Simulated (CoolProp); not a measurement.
Ethane along the isotherm 202.3 K: Z from the reference equation and from simpler models built on Tc = 305.3 K, pc = 4.872 MPa, ω = 0.099; each cubic takes its own stable root.

Computed with CoolProp (reference Helmholtz-energy equation of state, Bücker 2006).

```tsv
p (MPa)	phase	reference	Redlich-Kwong	Soave-Redlich-Kwong
0.203	gas	0.9480	0.9538	0.9528
0.406	liquid	0.01393	0.01463	0.01452
0.609	liquid	0.02088	0.02192	0.02177
0.812	liquid	0.02783	0.02921	0.02900
1.02	liquid	0.03494	0.03666	0.03641
1.22	liquid	0.04177	0.04382	0.04351
1.42	liquid	0.04859	0.05096	0.05061
1.62	liquid	0.05541	0.05810	0.05770
1.83	liquid	0.06257	0.06558	0.06513
2.03	liquid	0.06937	0.07269	0.07220
2.23	liquid	0.07617	0.07980	0.07926
2.44	liquid	0.08330	0.08724	0.08666
```
